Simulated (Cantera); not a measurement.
Input: 1 mol Ti(OiPr)4, a varied amount of H2O, 290 mol H2, at 2175 K and 140 Pa.

Method: chemical equilibrium by Gibbs-energy minimisation in Cantera with the NASA 1993 tables (ideal gas, pure condensed phases). Candidate condensed phases: C, C6H6, C7H8, C8H18, H2O, Ti, TiC, TiO, TiO2, Ti2O3, Ti3O5, Ti4O7; 113 gas species. The feed counts by its element totals alone. TiC: taken at fixed stoichiometry. Rates play no part.

Q: Which condensed phases are stable at each of these points (n(H2O) (mol)): 0.34, 0.48, 0.69, 0.98, 1.4, 2, 2.9, 4.1, 5.9, 8.4?

A: 
| n(H2O) (mol) | condensed phases | Ti condensed (%) |
|---|---|---|
| 0.34 | C(graphite) + TiC(s) | 99.6 |
| 0.48 | C(graphite) + TiC(s) | 99.6 |
| 0.69 | C(graphite) + TiC(s) | 99.6 |
| 0.98 | C(graphite) + TiC(s) | 99.6 |
| 1.4 | C(graphite) + TiC(s) | 99.6 |
| 2 | C(graphite) + TiC(s) | 99.6 |
| 2.9 | C(graphite) + TiC(s) | 99.6 |
| 4.1 | C(graphite) + TiC(s) | 99.6 |
| 5.9 | TiC(s) | 99.5 |
| 8.4 | gas only | 0.0 |

From 0.34 mol H2O to 4.1 mol H2O the condensed part is C(graphite) + TiC(s). At 5.9 mol H2O the condensed part is TiC(s). At 8.4 mol H2O nothing is condensed.
